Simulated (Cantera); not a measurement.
# Catalytic stagnation flow on Pt

A jet of 7.02 % CH₄, 14.8 % O₂, 78.1 % N₂, equivalence ratio 0.95 at 300 K and 71.3 Torr hits a platinum plate 8.8 cm away at a mass flux of 0.093 kg/m²/s; the plate temperature is set and raised in steps from an oxygen-covered start.

Model: Deutschmann's 1995 Pt surface mechanism with GRI-Mech 3.0 gas chemistry, integrated in Cantera. Catalytic surfaces can have several steady states; this one follows from the mechanism file's or the stated starting coverage.

| plate T (K) | wall x CH₄ | wall x O₂ | wall x H₂O | wall x OH | wall x CO | wall x CO₂ | θ free Pt | θ O* | θ OH* |
|---|---|---|---|---|---|---|---|---|---|
| 950 | 0.0282 | 0.0585 | 0.0786 | 1.32e-7 | 1.64e-5 | 0.0519 | 0.308 | 0.690 | 0.00216 |
| 1000 | 0.0187 | 0.0384 | 0.0961 | 3.51e-7 | 1.58e-5 | 0.0636 | 0.407 | 0.590 | 0.00212 |
| 1050 | 0.0130 | 0.0264 | 0.106 | 8.05e-7 | 1.57e-5 | 0.0706 | 0.506 | 0.492 | 0.00192 |
| 1100 | 0.00961 | 0.0195 | 0.112 | 1.66e-6 | 1.68e-5 | 0.0746 | 0.597 | 0.401 | 0.00166 |
| 1150 | 0.00760 | 0.0154 | 0.116 | 3.17e-6 | 1.90e-5 | 0.0770 | 0.678 | 0.321 | 0.00139 |
| 1200 | 0.00636 | 0.0129 | 0.118 | 5.65e-6 | 2.27e-5 | 0.0784 | 0.746 | 0.253 | 0.00115 |
x: mole fraction at the wall; θ: surface coverage.
